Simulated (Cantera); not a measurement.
Input: 1 mol Mg(OH)2, 1.1 mol C, 0.6 mol O2, held at 1048.15 K and 28.0 Pa.

Cantera equilibrium calculation (NASA polynomials, part measured and part estimated; ideal gas, pure solids and liquids). Equilibrium is a limit: real reactors are often held back by kinetics, nucleation or transport.

| species | before | after |
|---|---|---|
| CO | 0.239 | 0.325 |
| H2O | 0.239 | 0.325 |
| CO2 | 0.285 | 0.196 |
| H2 | 0.237 | 0.145 |
| Mg | <1e-9 | 0.000616 |
| OH | <1e-9 | 0.000900 |
| O | <1e-9 | 3.14e-5 |
| O2 | <1e-9 | 3.12e-5 |
| H | 2.26e-7 | 0.00649 |
| MgO(s), mol | 1.00 | 0.999 |
Gas species are given as mole fractions.

Problem. Which change was made?
(A) temperature from 1048.15 K to 798.15 K
(B) temperature from 1048.15 K to 2075 K
(C) C from 1.1 to 0.2 mol
(D) temperature from 1048.15 K to 1773.15 K

Solution. D, temperature from 1048.15 K to 1773.15 K
